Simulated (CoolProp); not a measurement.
A single-stage vapour-compression cycle with the fluid: evaporating at 237.15 K (dew point), condensing at 266.15 K (bubble point), superheat 0 K, subcooling 0 K, compressor efficiency 0.6, no pressure losses. The same conditions are run with several fluids, on thermodynamics alone (safety and materials aside).

Computed with CoolProp (reference Helmholtz-energy equation of state of each fluid (carbonyl sulfide: Lemmon 2006; R115: Lemmon 2016; R507A: Lemmon 2003; fluoroethane (R161): Wu 2012; n-butane: Bücker 2006; propane: Lemmon 2009)). Blends and air are pseudo-pure fits.

| fluid | cooling COP | pressure ratio | discharge temperature (K) | refrigerating effect (kJ/kg) | volumetric capacity (kJ/m³) |
|---|---|---|---|---|---|
| carbonyl sulfide | 4.39 | 2.81 | 328.3 | 263 | 1570 |
| R115 | 4.20 | 3.01 | 275.7 | 96.0 | 921 |
| R507A | 4.27 | 3.01 | 286.7 | 152 | 1350 |
| fluoroethane (R161) | 4.41 | 3.17 | 311.2 | 364 | 1000 |
| n-butane | 4.46 | 3.78 | 289.2 | 351 | 218 |
| propane | 4.39 | 2.89 | 293.2 | 351 | 1080 |
